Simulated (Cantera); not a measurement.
A closed system holds: 1 mol SiF4, 0.19 mol NH3, a varied amount of H2, 17 mol N2, equilibrated at 725 K and 17.0 mbar.

Equilibrium computed with Cantera from the NASA thermochemical tables; the gas is ideal and each condensed phase is pure. Candidate condensed phases: Si, Si3N4; 37 gas species. The numbers say what is thermodynamically allowed, not how fast it happens.

log p: log10 of the partial pressure in bar; n: condensed amount in mol.

| n(H2) (mol) | log p N2 | log p H2 | log p SiF4 | log p NH3 | log p HF | n Si3N4(s) |
|---|---|---|---|---|---|---|
| 0.14 | -1.80 | -3.41 | -3.04 | ? | -6.98 | 0 |
| 0.2 | -1.81 | -3.35 | -3.04 | ? | -6.95 | 0 |
| 0.31 | -1.81 | -3.27 | -3.04 | ? | -6.91 | 0 |
| 0.46 | -1.81 | -3.17 | -3.04 | ? | -6.86 | 0 |
| 0.69 | -1.82 | -3.06 | -3.05 | ? | -6.81 | 0 |
| 1 | -1.82 | -2.95 | -3.06 | ? | -6.76 | 0 |
| 1.6 | -1.84 | -2.79 | -3.07 | ? | -6.69 | 0 |
| 2.4 | -1.85 | -2.66 | -3.09 | ? | -6.62 | 0 |
| 3.5 | -1.88 | -2.53 | -3.11 | ? | -6.57 | 0 |
| 5.3 | -1.91 | -2.40 | -3.14 | ? | -6.52 | 0 |
| 8 | -1.96 | -2.27 | -3.19 | ? | -6.47 | 3.79e-5 |
| 12 | -2.02 | -2.16 | -3.25 | ? | -6.44 | 4.69e-5 |

Question: Some entries are withheld; supply them.

Answer: 
- 0.14, log p NH3: -8.18
- 0.2, log p NH3: -8.10
- 0.31, log p NH3: -7.97
- 0.46, log p NH3: -7.83
- 0.69, log p NH3: -7.66
- 1, log p NH3: -7.50
- 1.6, log p NH3: -7.28
- 2.4, log p NH3: -7.08
- 3.5, log p NH3: -6.90
- 5.3, log p NH3: -6.72
- 8, log p NH3: -6.55
- 12, log p NH3: -6.42
